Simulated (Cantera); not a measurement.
A Cantera script and its output.

```python
import numpy as np
import cantera as ct

gas = ct.Solution("h2o2.yaml")
gas.TPX = 700, 13332, {'H2': 1, 'O2': 0.179, 'N2': 0.661}
flame = ct.FreeFlame(gas, width=0.16)
flame.set_refine_criteria(ratio=3, slope=0.08, curve=0.16)
flame.transport_model = "mixture-averaged"
flame.solve(loglevel=0, auto=True)
z, T = flame.grid, flame.T
thick = (T[-1] - T[0]) / np.gradient(T, z).max()
show = ['H2', 'O2', 'O', 'H2O', 'H2O2', 'OH']
print(f"laminar burning velocity  {flame.velocity[0] * 100:.3f} cm/s")
print(f"burnt temperature         {T[-1]:.1f} K")
print(f"thermal thickness         {thick * 1e3:.4f} mm")
print(f"grid points               {len(z)}")
z0 = z[flame.heat_release_rate.argmax()]
print(f"{'z/mm':>9s}{'T/K':>9s}{'u/(m/s)':>9s}" + "".join(f"{s:>11s}" for s in show))
rows = []
for k in (-3, -2, -1.5, -1, -0.5, -0.25, 0, 0.25, 0.5, 1, 2, 4, 8):
    zz = z0 + k * thick
    rows.append([k * thick, np.interp(zz, z, T), np.interp(zz, z, flame.velocity),
                 *(np.interp(zz, z, flame.X[gas.species_index(s)]) for s in show)])
    print(f"{rows[-1][0] * 1e3:9.3f}{rows[-1][1]:9.1f}{rows[-1][2]:9.3f}" + "".join(f"{x:11.3e}" for x in rows[-1][3:]))
```

It prints:

```
laminar burning velocity  869.511 cm/s
burnt temperature         2144.1 K
thermal thickness         7.0645 mm
grid points               148
     z/mm      T/K  u/(m/s)         H2         O2          O        H2O       H2O2         OH
  -21.194    700.0    8.695  5.435e-01  9.728e-02  4.349e-15  8.230e-12  1.118e-11  4.975e-16
  -14.129    700.0    8.695  5.435e-01  9.728e-02  3.464e-12  8.973e-11  1.126e-11  4.042e-13
  -10.597    700.0    8.695  5.435e-01  9.728e-02  1.767e-10  2.632e-09  1.266e-11  2.133e-11
   -7.065    700.0    8.695  5.435e-01  9.728e-02  2.308e-08  3.129e-07  2.905e-10  4.242e-09
   -3.532    709.5    8.802  5.415e-01  9.705e-02  1.409e-05  7.231e-04  1.120e-07  1.367e-05
   -1.766    800.4    9.835  5.179e-01  9.334e-02  2.888e-04  1.083e-02  7.060e-08  1.450e-04
    0.000   1106.7   13.328  3.812e-01  4.655e-02  2.973e-03  1.075e-01  1.115e-07  1.340e-03
    1.766   1305.7   15.654  3.010e-01  2.943e-03  9.719e-04  1.940e-01  3.776e-08  1.357e-03
    3.532   1381.0   16.477  3.020e-01  3.036e-04  5.711e-04  2.002e-01  3.394e-08  1.494e-03
    7.065   1472.0   17.448  3.107e-01  1.701e-04  5.606e-04  2.015e-01  3.634e-08  1.825e-03
   14.129   1580.0   18.576  3.217e-01  1.508e-04  5.234e-04  2.029e-01  3.329e-08  2.160e-03
   28.258   1695.9   19.759  3.336e-01  1.193e-04  4.325e-04  2.047e-01  2.442e-08  2.372e-03
   56.516   1809.8   20.895  3.454e-01  8.217e-05  3.099e-04  2.068e-01  1.473e-08  2.362e-03
```

Computed with Cantera and the H2/O2 subset of GRI-Mech 3.0, which has no nitrogen chemistry. Burning velocities carry a grid error of a few per cent, more on coarse grids.
